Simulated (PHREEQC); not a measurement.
Reverse-osmosis permeate: speciation

A made-up water analysis in mg/L, 25 °C, pH 6.99, pe 9.7:

```
constituent            mg/L
------------------  -------
Na                     3.28
K                    0.0213
Ca                     2.33
Mg                    0.296
Cl                     5.79
S(6) as SO4            2.23
Alkalinity as HCO3     4.88
Sr                   0.0673
Zn                    0.246
Cu(2)               0.00317
Cd                    0.841
Pb                  0.00853
```

Valence states are taken as typed.

Equilibrium calculation in PHREEQC: ion-association model, phreeqc.dat.

Precipitation was switched off in this run.

Task: Estimate the charge-balance error.

Result: charge-balance error 3.1 %.

Task: In which forms is Cd present?

Result: Cd+2 98 %, CdCl+ 1.4 %, CdSO4 0.5 % of the Cd.

The database's constant for dissolved Cu(OH)2 is higher than later reviews accept.
